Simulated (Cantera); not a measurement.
**Premixed flame**

A freely propagating, adiabatic, planar premixed flame of 49.2 % H2, 10.7 % O2, 40.2 % N2, unburnt at 373 K and 100000 Pa; mixture-averaged transport, grid criteria slope 0.08 and curve 0.16, no radiation.

Cantera simulation using the H2/O2 subset of GRI-Mech 3.0, which has no nitrogen chemistry; the numbers are that mechanism's predictions, not measurements. Burning velocities carry a grid error of a few per cent, more on coarse grids.

| z (mm) | T (K) | u (m/s) | x H2 | x O2 | x O | x HO2 | x H | x H2O |
|---|---|---|---|---|---|---|---|---|
| -1.12 | 373 | 3.93 | 0.492 | 0.107 | <1e-8 | <1e-8 | <1e-8 | <1e-8 |
| -0.747 | 373 | 3.93 | 0.492 | 0.107 | <1e-8 | <1e-8 | <1e-8 | <1e-8 |
| -0.560 | 373 | 3.93 | 0.492 | 0.107 | <1e-8 | <1e-8 | <1e-8 | <1e-8 |
| -0.373 | 373 | 3.93 | 0.492 | 0.107 | <1e-8 | 1.05e-7 | <1e-8 | 3.36e-7 |
| -0.187 | 404 | 4.22 | 0.486 | 0.107 | 3.65e-6 | 0.000200 | 2.57e-5 | 0.000721 |
| -0.0933 | 684 | 6.94 | 0.453 | 0.101 | 0.000159 | 0.000237 | 0.00464 | 0.0224 |
| 0 | 1075 | 10.6 | 0.383 | 0.0744 | 0.00133 | 8.68e-5 | 0.0284 | 0.0841 |
| 0.0933 | 1350 | 13.2 | 0.308 | 0.0307 | 0.00215 | 3.15e-5 | 0.0577 | 0.168 |
| 0.187 | 1482 | 14.5 | 0.276 | 0.00801 | 0.00114 | 7.92e-6 | 0.0682 | 0.212 |
| 0.373 | 1590 | 15.5 | 0.271 | 0.000583 | 0.000436 | 5.46e-7 | 0.0630 | 0.228 |
| 0.747 | 1690 | 16.3 | 0.279 | 0.000117 | 0.000300 | 1.20e-7 | 0.0500 | 0.230 |
| 1.49 | 1786 | 17.1 | 0.287 | 6.71e-5 | 0.000186 | 7.22e-8 | 0.0365 | 0.232 |
| 2.99 | 1867 | 17.8 | 0.295 | 3.35e-5 | 9.48e-5 | 3.95e-8 | 0.0246 | 0.234 |
x: mole fraction of selected species; z is measured from the peak of heat release.

```
Property                    Result
------------------------  --------
laminar burning velocity  393 cm/s
thermal thickness         0.373 mm
peak x(O)                  0.00222
peak x(HO2)               0.000408
peak x(H)                   0.0685
grid points                    130
```
